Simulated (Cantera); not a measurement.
Feed: 1 mol SiCl₄, 2.3 mol Cl₂, 0.43 mol H₂, 0.59 mol HCl, at 1050 K and 2250 Torr.

Cantera equilibrium calculation (NASA polynomials, part measured and part estimated; ideal gas, pure solids and liquids). Candidate condensed phases: Si; 19 gas species. Rates play no part.

**Question.** What is the equilibrium state?

**Answer.** 
```
Item                                 Result
--------------------------------  ---------
x(Cl₂)                                0.433
x(HCl)                                0.336
x(SiCl₄)                              0.231
x(Cl)                              0.000301
gas amount                        4.321 mol
log10 activity of Si(s) (absent)     -26.47
```
